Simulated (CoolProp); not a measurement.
Ethylene along the isobar 5360 kPa: density (kg/m³) from the reference equation and from simpler models built on Tc = 282.4 K, pc = 5042 kPa, ω = 0.087; each cubic takes its own stable root.

Model: reference Helmholtz-energy equation of state, Smukala 2000, in CoolProp.

```
T (K)   phase  reference  van der Waals  Redlich-Kwong
-----  ------  ---------  -------------  -------------
167.5  liquid      575.4          381.2              …
177.6  liquid      561.5          373.1              …
187.8  liquid      547.0              …              …
197.9  liquid      532.1          355.4          509.1
208.1  liquid      516.3          345.7          491.1
218.2  liquid      499.7              …          471.9
228.4  liquid          …          323.8          450.8
238.6  liquid          …          311.2          427.4
```

Question: Some entries are withheld; supply them.

Answer: 
- 167.5, Redlich-Kwong: 556.1
- 177.6, Redlich-Kwong: 541.5
- 187.8, van der Waals: 364.5
- 187.8, Redlich-Kwong: 525.7
- 218.2, van der Waals: 335.3
- 228.4, reference: 481.8
- 238.6, reference: 462.3
